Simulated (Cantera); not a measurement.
An adiabatic, constant-volume homogeneous reactor starts with CO : H₂ : O₂ : N₂ = 1 : 0.035 : 1.33 : 4.99 (molar parts), at 1350 K and 500000 Pa. Integrator tolerance rtol = 1e-08.

Cantera simulation using GRI-Mech 3.0 (53 species, 325 reactions); the numbers are that mechanism's predictions, not measurements. The hydrogen kinetics of GRI-Mech 3.0 are dated; newer H2 mechanisms differ, most at raised pressure.

### Question
What does this change do: pressure from 500000 Pa to 22000 Pa?

### Answer
```json
[
 {"quantity": "time of steepest temperature rise", "before": "58.1 µs", "after": "1.06 ms"},
 {"quantity": "temperature at 0.400 s", "before": "2545 K", "after": "2436 K"},
 {"quantity": "equilibrium temperature", "before": "2545 K", "after": "2436 K"},
 {"quantity": "x(CO) at 0.400 s", "before": "0.00658 (gas-phase equilibrium 0.00658)", "after": "0.0162 (gas-phase equilibrium 0.0162)"},
 {"quantity": "x(H₂) at 0.400 s", "before": "3.14e-5 (gas-phase equilibrium 3.14e-5)", "after": "7.60e-5 (gas-phase equilibrium 7.60e-5)"},
 {"quantity": "x(O₂) at 0.400 s", "before": "0.111 (gas-phase equilibrium 0.111)", "after": "0.115 (gas-phase equilibrium 0.115)"},
 {"quantity": "x(H) at 0.400 s", "before": "5.82e-5 (gas-phase equilibrium 5.82e-5)", "after": "0.000271 (gas-phase equilibrium 0.000271)"},
 {"quantity": "x(OH) at 0.400 s", "before": "0.00169 (gas-phase equilibrium 0.00169)", "after": "0.00247 (gas-phase equilibrium 0.00247)"},
 {"quantity": "x(CO₂) at 0.400 s", "before": "0.139 (gas-phase equilibrium 0.139)", "after": "0.128 (gas-phase equilibrium 0.128)"}
]
```
